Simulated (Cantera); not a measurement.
**C₂H₆ + NH₃ + H₂ + CO₂ (carbon deposition, reforming and gasification)**

Feed: 1 mol C₂H₆, 0.074 mol NH₃, 1.7 mol H₂, 0.07 mol CO₂.

Method: chemical equilibrium by Gibbs-energy minimisation in Cantera with the NASA 1993 tables (ideal gas, pure condensed phases). Candidate condensed phases: C, C₆H₆, C₇H₈, C₈H₁₈, H₂O; 136 gas species. The ideal-gas law is rough above about 30 bar. Rates play no part.

Stable condensed phases:

```
T in °C \ P in Pa
               10       72      520     3700    27000   190000  1400000 10000000
   2350         A        A        A        A        A        A        A        A
   2200         A        A        A        A        A        A        A        A
   2050         A        A        A        A        A        A        A        A
   1900         A        A        A        A        A        A        A        A
   1750         A        A        A        A        A        A        A        A
   1600         A        A        A        A        A        A        A        A
   1450         A        A        A        A        A        A        A        A
   1300         A        A        A        A        A        A        A        A
   1150         A        A        A        A        A        A        A        A
   1000         A        A        A        A        A        A        A        A
    850         A        A        A        A        A        A        A        A
    700         A        A        A        A        A        A        A        A
    550         A        A        A        A        A        A        A        B
    400         A        A        A        A        A        B        B        B
```

A: C; B: gas only.
